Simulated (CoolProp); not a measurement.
Vapour-liquid equilibrium of R143a (1) + dimethyl ether (2) at 34.4 kPa; x and y are mole fractions of (1).

Computed with CoolProp (multi-fluid Helmholtz-energy mixture model, Lemmon and Jacobsen 2000 and Wu 2011; pair parameters Bell 2016).

**Question.** Give the bubble temperature and the first vapour's composition at x = 0.125, 0.65, 0.95. Is there an azeotrope?

**Answer.** x = 0.125: -52.2 °C, y = 0.336; x = 0.65: -63.4 °C, y = 0.850; x = 0.95: -67.1 °C, y = 0.981. No azeotrope shows between x = 0.05 and 0.95.

The pair parameters rest on a limited set of measurements; away from them the model extrapolates.
